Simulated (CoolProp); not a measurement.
Vapour-liquid equilibrium of propylene (1) + 1-butene (2) at 1.55 MPa; x and y are mole fractions of (1).

The numbers come from the multi-fluid Helmholtz-energy mixture model, Lemmon 2013 and Lemmon 2005; pair parameters Bell 2016 in CoolProp.

```csv
x,bubble temperature (K),y at the bubble point,dew temperature at overall composition x (K),liquid density (mol/L)
0.05,362.0,0.098,363.9,8.841
0.2,351.3,0.352,357.9,9.302
0.35,341.6,0.550,351.4,9.747
0.5,333.0,0.702,344.2,10.18
0.65,325.3,0.818,336.0,10.59
0.8,318.5,0.909,326.6,10.99
0.95,312.4,0.980,315.0,11.37
```

No azeotrope shows between x = 0.05 and 0.95.

The pair parameters rest on a limited set of measurements; away from them the model extrapolates.
